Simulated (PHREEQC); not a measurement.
Dissolve 0.0014 mol H2S, 0.1 mol HCl and 0.0075 mol MnCl2 per kg of water at 91 °C. Closed to the air; pH follows from the charge balance.

Model: ion-association model, wateq4f.dat, run in PHREEQC.

No solid was allowed to form.

Q: Order these Mn species by the share of Mn that they hold, largest first: Mn+2, MnCl+, MnCl2.

A: Mn+2 (87 %), MnCl+ (13 %), MnCl2 (0.34 %)

The pH is 1.10 and the ionic strength 0.120 mol/kgw. Complexes and solids missing from the database can't appear. Away from 25 °C the constants follow the database's enthalpies or fits; those with neither stay at their 25 °C values. The polysulfide entries of wateq4f.dat were taken out for this run.
